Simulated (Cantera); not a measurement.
Cantera run, input and output.

```python
import numpy as np
import cantera as ct

gas = ct.Solution("gri30.yaml")
gas.TPX = 1798, 500000, {'CH4': 1, 'C2H6': 0.072, 'C3H8': 1.3, 'O2': 10.1, 'N2': 37.8, 'H2O': 0.45}
reactor = ct.IdealGasConstPressureReactor(gas, energy="on", clone=False)
net = ct.ReactorNet([reactor])
net.rtol, net.atol = 1e-08, 1e-16
show = ['CH4', 'C2H6', 'C3H8', 'HCO', 'OH', 'N2O', 'O']
times = np.geomspace(5e-06, 0.2, 13)

steps = ct.SolutionArray(gas, extra=["t"])
rows = []
print(f"{'t/s':>10s}{'T/K':>9s}{'P/Pa':>11s}" + "".join(f"{s:>11s}" for s in show))
for t in times:
    while net.time < t:
        t_next = net.step()
        steps.append(gas.state, t=t_next)
    rows.append([np.interp(t, steps.t, y) for y in (steps.T, steps.P, *steps(*show).X.T)])
    print(f"{t:10.3e}{rows[-1][0]:9.1f}{rows[-1][1]:11.4g}" + "".join(f"{x:11.3e}" for x in rows[-1][2:]))
rate = np.gradient(steps.T, steps.t)
print("integrator steps:", len(steps.t))
if steps.T.max() > steps.T[0] + 200:
    print(f"time of steepest temperature rise: {steps.t[rate.argmax()]:.4e} s")
gas.TPX = 1798, 500000, {'CH4': 1, 'C2H6': 0.072, 'C3H8': 1.3, 'O2': 10.1, 'N2': 37.8, 'H2O': 0.45}
gas.equilibrate("HP")
print(f"equilibrium (HP): T = {gas.T:.1f} K  " + "  ".join(f"{s} {gas[s].X[0]:.3e}" for s in show))
```

Result:

```
       t/s      T/K       P/Pa        CH4       C2H6       C3H8        HCO         OH        N2O          O
 5.000e-06   2525.7      5e+05  1.369e-07  4.055e-14  3.357e-21  6.430e-07  2.318e-02  6.113e-07  1.617e-02
 1.209e-05   2797.7      5e+05  3.485e-15  1.364e-28  5.344e-42  1.552e-07  2.508e-02  1.055e-06  1.264e-02
 2.924e-05   2934.1      5e+05  4.615e-15  1.189e-28  7.312e-42  9.290e-08  2.303e-02  1.625e-06  8.681e-03
 7.071e-05   2943.5      5e+05  4.925e-15  1.249e-28  8.362e-42  8.844e-08  2.248e-02  1.705e-06  8.133e-03
 1.710e-04   2937.3      5e+05  5.133e-15  1.344e-28  9.281e-42  8.780e-08  2.187e-02  1.761e-06  7.725e-03
 4.135e-04   2930.7      5e+05  5.366e-15  1.453e-28  1.038e-41  8.719e-08  2.124e-02  1.870e-06  7.308e-03
 1.000e-03   2928.6      5e+05  5.444e-15  1.490e-28  1.077e-41  8.701e-08  2.104e-02  1.914e-06  7.178e-03
 2.418e-03   2928.5      5e+05  5.447e-15  1.491e-28  1.078e-41  8.700e-08  2.103e-02  1.916e-06  7.174e-03
 5.848e-03   2928.5      5e+05  5.447e-15  1.491e-28  1.078e-41  8.700e-08  2.103e-02  1.916e-06  7.174e-03
 1.414e-02   2928.5      5e+05  5.447e-15  1.491e-28  1.078e-41  8.700e-08  2.103e-02  1.916e-06  7.174e-03
 3.420e-02   2928.5      5e+05  5.447e-15  1.491e-28  1.078e-41  8.700e-08  2.103e-02  1.916e-06  7.174e-03
 8.270e-02   2928.5      5e+05  5.447e-15  1.491e-28  1.078e-41  8.700e-08  2.103e-02  1.916e-06  7.174e-03
 2.000e-01   2928.5      5e+05  5.447e-15  1.491e-28  1.078e-41  8.700e-08  2.103e-02  1.916e-06  7.174e-03
integrator steps: 1601
time of steepest temperature rise: 4.3149e-06 s
equilibrium (HP): T = 2928.5 K  CH4 7.256e-15  C2H6 2.570e-28  C3H8 2.059e-41  HCO 8.700e-08  OH 2.103e-02  N2O 1.916e-06  O 7.174e-03
```

Model: GRI-Mech 3.0 (53 species, 325 reactions), integrated in Cantera. GRI-Mech 3.0 was tuned for natural gas; its chemistry of propane as a main component is partial and can be far from experiment.
